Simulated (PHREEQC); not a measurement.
A PHREEQC input (ion-association model, phreeqc.dat):

```
SOLUTION 1
  temp 80
  units mg/kgw
  pH 6.89
  pe -0.2
  Na 197
  K 53.7
  Ca 318
  Mg 11.4
  Cl 241
  S(6) 783 as SO4
  Alkalinity 186 as HCO3
  Br 0.971
  F 5.7
  Li 1.16
END
USE solution 1
EQUILIBRIUM-PHASES 1
  Gypsum 0 0
  CO2(g) -2 10
END
```

The run finishes with these warnings:
```
WARNING: Unknown input, no keyword has been specified.
WARNING: 	  Gypsum 0 0
WARNING: 	  CO2(g) -2 10
```

Its last state differs from that of the intended input:

```csv
quantity,as run,intended
pH,6.89,7.57
ionic strength (mol/kgw),0.0337,0.0335
CaCO3 (mol/kgw),3.21e-5,0.000138
CO2 (mol/kgw),0.000654,0.000125
CO3-2 (mol/kgw),2.81e-6,1.22e-5
NaCO3- (mol/kgw),2.23e-6,9.70e-6
SI of Fluorite (CaF2),+0.43,+0.42
```

The fault: the keyword misspelt. The line should read `EQUILIBRIUM_PHASES 1` where the input has `EQUILIBRIUM-PHASES 1`.
